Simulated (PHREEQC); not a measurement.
Make-up at 25 °C: 1.9 mmol/kgw HF, 13 mmol/kgw KF, 0.0053 mmol/kgw H4SiO4 and 0.042 mmol/kgw HCl. It is in equilibrium with CO2 at log p = -1 (atm). Otherwise closed; pH follows from the charge balance.

Computed with PHREEQC (ion-association model, wateq4f.dat).

```
Quantity                   Value
----------------  --------------
pH                          4.00
ionic strength    0.0131 mol/kgw
total alkalinity    -1.94 meq/kg
```

```
species  molality  activity   log γ
-------  --------  --------  ------
K+         0.0130    0.0115  -0.051
F-         0.0130    0.0115  -0.052
CO2       0.00339   0.00341   0.001
HF        0.00172   0.00173   0.001
H+       0.000111  0.000100  -0.044
HF2-      8.60e-5   7.64e-5  -0.052
Cl-       4.20e-5   3.73e-5  -0.051
```

This is a speciation only: nothing precipitates in the calculation. SiF6-2 is the database's only silicon fluoride.
